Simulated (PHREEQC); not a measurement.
Synthetic water in mmol/kgw, 25 °C, pH 6.83, pe 12.4: Na 0.00142; K 0.000366; Ca 0.0014; Mg 0.000457; Cl 0.000572; S(6) 0.00124; Alkalinity (meq/kgw) 0.00242; Cd 1.43e-06.

Valence states are taken as typed.

The numbers come from PHREEQC with the ion-association model, phreeqc.dat.

This is a speciation only: nothing precipitates in the calculation.

### Question
What charge-balance error does the model give?

### Answer
charge-balance error 0.3 %.

### Question
In which forms is C present?

### Answer
HCO3- 75 %, CO2 25 % of the C.

Species that the database lacks are ignored.
